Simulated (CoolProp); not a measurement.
Vapour-liquid equilibrium of trans-2-butene (1) + acetone (2) at 52.35 °C; x and y are mole fractions of (1).

Values from CoolProp's multi-fluid Helmholtz-energy mixture model, Lemmon 2005 and Lemmon 2006; pair parameters Bell 2016.

```csv
x,"bubble pressure, mixture model (kPa)","bubble pressure, Raoult's law (kPa)","y, mixture model","y, Raoult's law"
0.05,143.8,110.2,0.397,0.233
0.125,214.8,142.0,0.615,0.451
0.2,272.5,173.8,0.711,0.590
0.275,317.9,205.6,0.764,0.686
0.35,353.3,237.4,0.798,0.756
0.425,380.9,269.2,0.822,0.810
0.5,403.0,300.9,0.841,0.852
0.575,421.5,332.7,0.857,0.886
0.65,438.2,364.5,0.873,0.914
0.725,454.1,396.3,0.890,0.938
0.8,470.1,428.1,0.910,0.958
0.875,486.5,459.9,0.935,0.976
0.95,502.7,491.7,0.970,0.991
```

The largest gap from Raoult's law is +56.8 % in bubble pressure, at x = 0.2. No azeotrope shows between x = 0.05 and 0.95.

Pair parameters are fitted to limited data, so mixtures are less certain than the pure fluids. With so large a gap from Raoult's law the liquid may split in two, which this calculation doesn't test in full.
